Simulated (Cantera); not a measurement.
Input (Python, Cantera):

```python
import numpy as np
import cantera as ct

gas = ct.Solution("gri30.yaml")
gas.TPX = 1975, 100000, {'NO': 1, 'N2': 0.88}
inlet = ct.Reservoir(gas, clone=True)

reactor = ct.IdealGasConstPressureReactor(gas, energy="off", clone=False)
exhaust = ct.Reservoir(gas, clone=True)
tau = [5.8, 1.8, 0.57, 0.18, 0.057, 0.018, 0.0056, 0.0018, 0.00055, 0.00017][0]
for a, b in ((inlet, reactor), (reactor, exhaust)):
    ct.MassFlowController(a, b, mdot=lambda t: reactor.mass / tau)
net = ct.ReactorNet([reactor])
show = ['NO', 'N2', 'O2', 'NO2', 'O', 'N2O']

rows = []
print(f"{'tau/s':>10s}{'T/K':>9s}" + "".join(f"{s:>11s}" for s in show))
for tau in [5.8, 1.8, 0.57, 0.18, 0.057, 0.018, 0.0056, 0.0018, 0.00055, 0.00017]:
    net.initial_time = 0.0
    net.advance(30 * tau)
    before = gas.X
    net.advance(40 * tau)
    drift = np.max(np.abs(gas.X - before) / (gas.X + 1e-9))
    rows.append([gas.T, *gas[show].X, drift])
    print(f"{tau:10.3e}{gas.T:9.1f}" + "".join(f"{x:11.3e}" for x in gas[show].X))
```

Output:

```
     tau/s      T/K         NO         N2         O2        NO2          O        N2O
 5.800e+00   1975.0  1.026e-01  6.826e-01  2.143e-01  1.866e-04  2.580e-04  4.807e-06
 1.800e+00   1975.0  2.005e-01  6.336e-01  1.653e-01  3.213e-04  2.284e-04  1.759e-05
 5.700e-01   1975.0  3.292e-01  5.693e-01  1.009e-01  4.167e-04  1.822e-04  4.781e-05
 1.800e-01   1975.0  4.393e-01  5.142e-01  4.585e-02  3.897e-04  1.299e-04  8.690e-05
 5.700e-02   1975.0  4.981e-01  4.848e-01  1.654e-02  2.983e-04  8.987e-05  1.132e-04
 1.800e-02   1975.0  5.208e-01  4.735e-01  5.286e-03  2.295e-04  6.781e-05  1.228e-04
 5.600e-03   1975.0  5.284e-01  4.697e-01  1.533e-03  1.913e-04  5.681e-05  1.201e-04
 1.800e-03   1975.0  5.307e-01  4.686e-01  3.917e-04  1.587e-04  4.798e-05  1.041e-04
 5.500e-04   1975.0  5.315e-01  4.682e-01  5.946e-05  1.024e-04  3.294e-05  7.071e-05
 1.700e-04   1975.0  5.318e-01  4.681e-01  4.347e-06  3.809e-05  1.518e-05  3.457e-05
```

Detailed kinetics in Cantera: GRI-Mech 3.0 (53 species, 325 reactions).
